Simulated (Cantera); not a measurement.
A perfectly stirred reactor is fed with CH₄ : CO : O₂ : N₂ : H₂O = 1 : 0.043 : 5.05 : 19 : 1.1 (molar parts), at 0.829 atm; it is adiabatic with a 600 K inlet, and is followed from long to short residence time, starting on the burning branch (τ in s: 0.31, 0.11, 0.038, 0.013, 0.0046, 0.0016, 0.00057, 0.0002, 7e-05, 2.5e-05, 8.6e-06).

Detailed kinetics in Cantera: GRI-Mech 3.0 (53 species, 325 reactions).

Q: What does this change do: N2 19 to 27 parts?

A: 
```
quantity                                                                       before                               after
------------------------------------------------  -----------------------------------  ----------------------------------
blow-out, bracketed by the residence times tried  burning at 1.60 ms, out at 0.570 ms  burning at 38.0 ms, out at 13.0 ms
x(CH₄) at τ = 0.310 s                                                         1.34e-5                             3.52e-5
x(CO) at τ = 0.310 s                                                         0.000150                            0.000305
x(O₂) at τ = 0.310 s                                                            0.116                              0.0888
x(NO) at τ = 0.310 s                                                          1.20e-6                             2.44e-7
x(OH) at τ = 0.310 s                                                         0.000327                            0.000116
x(CH₄) at τ = 1.60 ms                                                        0.000614                              0.0292
x(CO) at τ = 1.60 ms                                                          0.00720                             0.00126
x(O₂) at τ = 1.60 ms                                                            0.120                               0.148
x(NO) at τ = 1.60 ms                                                          2.65e-7                              <1e-12
x(OH) at τ = 1.60 ms                                                          0.00106                              <1e-12
```

Q: What does this change do: 0.35 parts CO2 added?

A: 
```csv
quantity,before,after
"blow-out, bracketed by the residence times tried","burning at 1.60 ms, out at 0.570 ms","burning at 1.60 ms, out at 0.570 ms"
x(CH₄) at τ = 0.310 s,1.34e-5,1.45e-5
x(CO) at τ = 0.310 s,0.000150,0.000165
x(O₂) at τ = 0.310 s,0.116,0.114
x(NO) at τ = 0.310 s,1.20e-6,1.06e-6
x(OH) at τ = 0.310 s,0.000327,0.000303
x(CH₄) at τ = 1.60 ms,0.000614,0.000767
x(CO) at τ = 1.60 ms,0.00720,0.00833
x(O₂) at τ = 1.60 ms,0.120,0.119
x(NO) at τ = 1.60 ms,2.65e-7,1.81e-7
x(OH) at τ = 1.60 ms,0.00106,0.000874
```

Q: What does this change do: inlet temperature 600 to 650 K?

A: 
| quantity | before | after |
|---|---|---|
| blow-out, bracketed by the residence times tried | burning at 1.60 ms, out at 0.570 ms | burning at 1.60 ms, out at 0.570 ms |
| x(CH₄) at τ = 0.310 s | 1.34e-5 | 1.09e-5 |
| x(CO) at τ = 0.310 s | 0.000150 | 0.000133 |
| x(O₂) at τ = 0.310 s | 0.116 | 0.116 |
| x(NO) at τ = 0.310 s | 1.20e-6 | 1.57e-6 |
| x(OH) at τ = 0.310 s | 0.000327 | 0.000382 |
| x(CH₄) at τ = 1.60 ms | 0.000614 | 0.000421 |
| x(CO) at τ = 1.60 ms | 0.00720 | 0.00575 |
| x(O₂) at τ = 1.60 ms | 0.120 | 0.119 |
| x(NO) at τ = 1.60 ms | 2.65e-7 | 4.79e-7 |
| x(OH) at τ = 1.60 ms | 0.00106 | 0.00143 |
